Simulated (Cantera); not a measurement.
## Carbon deposition, reforming and gasification: acetone + O2

Input: 1 mol acetone, 0.34 mol O2, at 1.00 bar.

Cantera equilibrium calculation (NASA polynomials, part measured and part estimated; ideal gas, pure solids and liquids). Candidate condensed phases: C, C6H6, C7H8, C8H18, H2O; 131 gas species. Ions and electrons are included (thermal ionisation). The feed counts by its element totals alone. The numbers say what is thermodynamically allowed, not how fast it happens.

| T (°C) | x H | x H2 | x CO | x C | x C2H2 (acetylene) | x C3 | x C2 | x C2H | n C(graphite) |
|---|---|---|---|---|---|---|---|---|---|
| 2227 | 0.0198 | 0.618 | 0.355 | 1.66e-7 | 0.00668 | 4.97e-7 | 4.58e-8 | 1.54e-5 | 1.26 |
| 2727 | 0.113 | 0.514 | 0.338 | 5.07e-5 | 0.0320 | 0.000312 | 3.17e-5 | 0.00121 | 0.966 |
| 3227 | 0.320 | 0.293 | 0.289 | 0.00264 | 0.0498 | 0.0206 | 0.00259 | 0.0171 | 0 |
| 3727 | 0.558 | 0.122 | 0.234 | 0.0204 | 0.00709 | 0.0297 | 0.0111 | 0.0158 | 0 |
| 4227 | 0.651 | 0.0355 | 0.204 | 0.0707 | 0.000447 | 0.0139 | 0.0172 | 0.00558 | 0 |
| 4727 | 0.662 | 0.0106 | 0.192 | 0.122 | 1.63e-5 | 0.00198 | 0.00996 | 0.000891 | 0 |
x: gas mole fraction; n: condensed amount in mol.

From 2227 °C to 2727 °C the condensed part is C(graphite). From 3227 °C to 4727 °C nothing is condensed. The main C-bearing gas is CO throughout.
